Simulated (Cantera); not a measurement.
Mixture: CH4 : H2 : O2 : N2 = 1 : 0.97 : 1.91 : 5.73 (molar parts), at 120000 Pa, adiabatic and at constant volume. Ignition delay is the time to a rise of 400 K.

Detailed kinetics in Cantera: GRI-Mech 3.0 (53 species, 325 reactions). Where the delays flatten at high temperature, the 400 K rule measures the pace of heat release, not the induction time.

**Question.** What does this change do: H2 0.97 to 2 parts?

**Answer.** 
```json
[
 {"quantity": "delay at 1300 K", "before": "0.330 ms", "after": "0.153 ms"},
 {"quantity": "delay at 1400 K", "before": "0.169 ms", "after": "82.8 µs"},
 {"quantity": "delay at 1500 K", "before": "94.6 µs", "after": "49.4 µs"},
 {"quantity": "delay at 1600 K", "before": "57.2 µs", "after": "31.7 µs"},
 {"quantity": "delay at 1700 K", "before": "36.6 µs", "after": "21.5 µs"},
 {"quantity": "apparent activation energy between 1600 and 1700 K", "before": "100 kJ/mol", "after": "88 kJ/mol"}
]
```

**Question.** What does this change do: O2 1.91 to 0.85 parts?

**Answer.** 
```
quantity                                                before       after
--------------------------------------------------  ----------  ----------
delay at 1300 K                                       0.330 ms     1.18 ms
delay at 1400 K                                       0.169 ms    0.558 ms
delay at 1500 K                                        94.6 µs    0.284 ms
delay at 1600 K                                        57.2 µs    0.156 ms
delay at 1700 K                                        36.6 µs     92.5 µs
apparent activation energy between 1600 and 1700 K  100 kJ/mol  120 kJ/mol
```
